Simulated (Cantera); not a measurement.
**NO annealing gas**

An isothermal, constant-pressure homogeneous reactor starts with NO : N2 = 1 : 1.2 (molar parts), at 1825 K and 0.987 atm.

Cantera simulation using GRI-Mech 3.0 (53 species, 325 reactions); the numbers are that mechanism's predictions, not measurements.

```csv
t (s),x NO,x N2O,x O,x O2,x NO2,x N2
2.00e-6,0.455,1.19e-7,1.13e-7,3.14e-11,6.07e-9,0.545
5.79e-6,0.455,3.45e-7,2.98e-7,2.48e-10,4.75e-8,0.545
1.68e-5,0.455,9.94e-7,6.73e-7,1.78e-9,3.32e-7,0.545
4.85e-5,0.455,2.85e-6,1.13e-6,1.09e-8,1.80e-6,0.545
0.000140,0.455,7.99e-6,1.60e-6,6.19e-8,7.11e-6,0.545
0.000406,0.454,2.12e-5,2.83e-6,4.87e-7,2.38e-5,0.545
0.00118,0.454,4.86e-5,6.29e-6,6.60e-6,7.43e-5,0.546
0.00340,0.454,7.98e-5,1.14e-5,8.58e-5,0.000155,0.546
0.00985,0.453,8.81e-5,1.28e-5,0.000472,0.000178,0.546
0.0285,0.451,8.72e-5,1.39e-5,0.00163,0.000193,0.547
0.0825,0.444,8.44e-5,1.65e-5,0.00493,0.000229,0.551
0.239,0.426,7.70e-5,2.21e-5,0.0141,0.000302,0.560
0.691,0.378,6.01e-5,3.24e-5,0.0378,0.000399,0.584
2.00,0.279,3.23e-5,4.69e-5,0.0872,0.000433,0.633
```
x: mole fraction; the columns are a selection and need not sum to one.

Equilibrium at this temperature and pressure: NO 0.00464, N2O 2.63e-7, O 7.33e-5, O2 0.225, NO2 1.14e-5, N2 0.770 (gas phase only).
